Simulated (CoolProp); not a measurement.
Properties of normal hydrogen along the isobar 6000 kPa (Tc = 33.1 K, pc = 1296 kPa, ω = -0.219).

Values from CoolProp's reference Helmholtz-energy equation of state, Leachman 2009.

```json
[
 {"T (K)": "32.5", "phase": "liquid", "cv (kJ/(kg K))": "6.387", "speed of sound (m/s)": "1110", "isothermal compressibility (1/MPa)": "0.02502", "expansivity (1/kK)": "18.02", "viscosity (µPa s)": "9.59", "conductivity (mW/(m K))": "113"},
 {"T (K)": "46.3", "phase": "supercritical", "cv (kJ/(kg K))": "6.673", "speed of sound (m/s)": "805.6", "isothermal compressibility (1/MPa)": "0.09999", "expansivity (1/kK)": "35.41", "viscosity (µPa s)": "5.52", "conductivity (mW/(m K))": "92.9"},
 {"T (K)": "60.2", "phase": "supercritical", "cv (kJ/(kg K))": "6.683", "speed of sound (m/s)": "747.4", "isothermal compressibility (1/MPa)": "0.1591", "expansivity (1/kK)": "27.63", "viscosity (µPa s)": "4.26", "conductivity (mW/(m K))": "75.7"},
 {"T (K)": "74", "phase": "supercritical", "cv (kJ/(kg K))": "6.744", "speed of sound (m/s)": "790.8", "isothermal compressibility (1/MPa)": "0.1618", "expansivity (1/kK)": "18.43", "viscosity (µPa s)": "4.19", "conductivity (mW/(m K))": "74.2"},
 {"T (K)": "87.9", "phase": "supercritical", "cv (kJ/(kg K))": "6.971", "speed of sound (m/s)": "840.8", "isothermal compressibility (1/MPa)": "0.1604", "expansivity (1/kK)": "13.77", "viscosity (µPa s)": "4.39", "conductivity (mW/(m K))": "78.0"},
 {"T (K)": "101.7", "phase": "supercritical", "cv (kJ/(kg K))": "7.301", "speed of sound (m/s)": "886.6", "isothermal compressibility (1/MPa)": "0.1594", "expansivity (1/kK)": "11.10", "viscosity (µPa s)": "4.66", "conductivity (mW/(m K))": "83.9"},
 {"T (K)": "115.5", "phase": "supercritical", "cv (kJ/(kg K))": "7.677", "speed of sound (m/s)": "928.6", "isothermal compressibility (1/MPa)": "0.1589", "expansivity (1/kK)": "9.355", "viscosity (µPa s)": "4.96", "conductivity (mW/(m K))": "90.9"},
 {"T (K)": "129.4", "phase": "supercritical", "cv (kJ/(kg K))": "8.057", "speed of sound (m/s)": "968.3", "isothermal compressibility (1/MPa)": "0.1587", "expansivity (1/kK)": "8.110", "viscosity (µPa s)": "5.28", "conductivity (mW/(m K))": "98.8"},
 {"T (K)": "143.2", "phase": "supercritical", "cv (kJ/(kg K))": "8.411", "speed of sound (m/s)": "1006", "isothermal compressibility (1/MPa)": "0.1587", "expansivity (1/kK)": "7.185", "viscosity (µPa s)": "5.60", "conductivity (mW/(m K))": "107"},
 {"T (K)": "157.1", "phase": "supercritical", "cv (kJ/(kg K))": "8.732", "speed of sound (m/s)": "1042", "isothermal compressibility (1/MPa)": "0.1588", "expansivity (1/kK)": "6.457", "viscosity (µPa s)": "5.92", "conductivity (mW/(m K))": "115"},
 {"T (K)": "170.9", "phase": "supercritical", "cv (kJ/(kg K))": "9.012", "speed of sound (m/s)": "1078", "isothermal compressibility (1/MPa)": "0.1589", "expansivity (1/kK)": "5.876", "viscosity (µPa s)": "6.24", "conductivity (mW/(m K))": "124"}
]
```

Viscosity comes from a separate model (Muzny 2013). Thermal conductivity comes from a separate model (Assael 2011).
